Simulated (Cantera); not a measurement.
## NO annealing gas

An isothermal, constant-pressure homogeneous reactor starts with NO : N₂ = 1 : 0.94 (molar parts), at 1950 K and 0.0132 atm.

Model: GRI-Mech 3.0 (53 species, 325 reactions), integrated in Cantera. Radical loss at walls, strong at low pressure, is not modelled.

| t (s) | x NO | x N₂ | x N₂O | x NO₂ | x O₂ | x O |
|---|---|---|---|---|---|---|
| 0.000100 | 0.515 | 0.485 | 2.83e-7 | 1.20e-10 | 1.15e-10 | 2.84e-7 |
| 0.000430 | 0.515 | 0.485 | 1.21e-6 | 2.19e-9 | 2.14e-9 | 1.22e-6 |
| 0.00185 | 0.515 | 0.485 | 5.12e-6 | 3.82e-8 | 3.99e-8 | 5.31e-6 |
| 0.00794 | 0.515 | 0.485 | 2.05e-5 | 5.61e-7 | 7.73e-7 | 2.39e-5 |
| 0.0341 | 0.515 | 0.485 | 6.55e-5 | 4.75e-6 | 1.80e-5 | 0.000117 |
| 0.147 | 0.514 | 0.485 | 9.89e-5 | 1.29e-5 | 0.000414 | 0.000407 |
| 0.630 | 0.508 | 0.488 | 9.04e-5 | 1.75e-5 | 0.00350 | 0.000534 |
| 2.71 | 0.478 | 0.503 | 7.40e-5 | 2.93e-5 | 0.0183 | 0.000725 |
| 11.6 | 0.338 | 0.573 | 3.07e-5 | 4.58e-5 | 0.0877 | 0.00125 |
| 50.0 | 0.0578 | 0.713 | 7.71e-7 | 1.30e-5 | 0.228 | 0.00189 |
x: mole fraction; the columns are a selection and need not sum to one.

Equilibrium at this temperature and pressure: NO 0.00709, N₂ 0.738, N₂O 4.48e-8, NO₂ 1.69e-6, O₂ 0.253, O 0.00198 (gas phase only).
